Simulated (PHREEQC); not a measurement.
**Nickel, zinc or cadmium bath (model solution)**

Dissolve 0.22 mol/kgw ZnSO4, 0.0045 mol/kgw KCl and 0.22 mol/kgw MnSO4 at 25 °C. Closed to the air; pH follows from the charge balance.

Computed with PHREEQC (ion-association model, wateq4f.dat).

Each row changes one thing in this solution. This is a speciation only: nothing precipitates in the calculation.

```tsv
case	pH	ionic strength (mol/kgw)	SO4-2 (mol/kgw)	Mn+2 (mol/kgw)	MnSO4 (mol/kgw)	ZnSO4 (mol/kgw)	SI of Goslarite (ZnSO4:7H2O)	SI of Zincite(c) (ZnO)
as made	5.64	0.817	0.145	0.123	0.0963	0.0822	-1.44	-1.63
diluted 2-fold with water	5.67	0.425	0.0815	0.0626	0.0473	0.0428	-1.75	-1.76
0.015 mol/kgw CaSO4 added	5.65	0.841	0.151	0.123	0.0969	0.0822	-1.44	-1.62
MnSO4 from 0.22 to 0.33 mol/kgw	5.70	1.02	0.191	0.179	0.150	0.0827	-1.43	-1.56
diluted 5-fold with water	5.72	0.185	0.0401	0.0260	0.0179	0.0181	-2.14	-1.87
MnSO4 from 0.22 to 0.198 mol/kgw	5.62	0.776	0.137	0.112	0.0858	0.0821	-1.45	-1.65
```

The ionic strength passes 0.7 mol/kgw, the rough limit of the ion-association models, in as made; 0.015 mol/kgw CaSO4 added; MnSO4 from 0.22 to 0.33 mol/kgw; MnSO4 from 0.22 to 0.198 mol/kgw. Species that the database lacks are ignored. Some of these states are supersaturated (in Gypsum, for instance).
